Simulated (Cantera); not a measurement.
Equilibrium for calcination and drying: CaCO3 + CO2 + H2O

Input: 1 mol CaCO3, 2.8 mol CO2, 0.011 mol H2O, equilibrated at 650 °C and 101000 Pa.

Equilibrium computed with Cantera from the NASA thermochemical tables; the gas is ideal and each condensed phase is pure. Candidate condensed phases: C, C6H6, C7H8, C8H18, Ca, CaCO3, CaO, Ca(OH)2, H2O; 115 gas species. The numbers say what is thermodynamically allowed, not how fast it happens.

```
Property                                   Result
--------------------------------------  ---------
x(CO2)                                      0.996
x(H2O)                                    0.00391
n(CaCO3(calcite))                        1.00 mol
gas amount                              2.811 mol
log10 activity of Ca(OH)2(s) (absent)       -5.31
log10 activity of C(graphite) (absent)     -14.56
log10 activity of Ca(s) (absent)           -28.53
```
